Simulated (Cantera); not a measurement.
Input: 1 mol PbO, 0.038 mol H2O, 0.76 mol H2, equilibrated at 0.390 bar.

Method: chemical equilibrium by Gibbs-energy minimisation in Cantera with the NASA 1993 tables (ideal gas, pure condensed phases). Candidate condensed phases: H2O, Pb, PbO, PbO2, Pb3O4; 12 gas species. Each liquid is taken as pure. Mutual solubility and eutectic melting of coexisting phases are not modelled. Gases not in the tables: (PbO)n polymers. Rates play no part.

x: gas mole fraction; n: condensed amount in mol.

```csv
T (°C),x H2O,x Pb,x PbO,x H2,x Pb2,x OH,n Pb(l),n PbO(yellow),n PbO(l)
575,1.000,7.67e-7,1.94e-9,7.94e-5,<1e-12,1.89e-12,0.760,0.240,0
650,1.000,…,…,…,…,…,0.760,0.240,0
725,1.000,3.97e-5,7.31e-7,0.000146,1.21e-10,6.20e-10,0.760,0.240,0
800,1.000,…,…,…,…,…,0.760,0.240,0
875,0.999,0.000719,5.55e-5,0.000239,1.54e-8,4.43e-8,0.759,0.240,0
950,0.997,0.00233,0.000278,0.000339,1.09e-7,2.35e-7,0.758,0,0.240
1025,0.992,0.00656,0.00112,0.000477,6.14e-7,1.01e-6,0.754,0,0.239
1100,0.979,0.0164,0.00382,0.000645,2.84e-6,3.67e-6,0.746,0,0.237
1175,0.950,0.0374,0.0114,0.000837,1.11e-5,1.15e-5,0.728,0,0.231
1250,0.890,0.0783,0.0302,0.00103,3.79e-5,3.17e-5,0.689,0,0.214
```

**Question.** Complete the blanks.

**Answer.** 
- 650, x Pb: 6.50e-6
- 650, x PbO: 4.83e-8
- 650, x H2: 0.000110
- 650, x Pb2: 5.86e-12
- 650, x OH: 4.34e-11
- 800, x Pb: 0.000187
- 800, x PbO: 7.46e-6
- 800, x H2: 0.000189
- 800, x Pb2: 1.63e-9
- 800, x OH: 6.10e-9
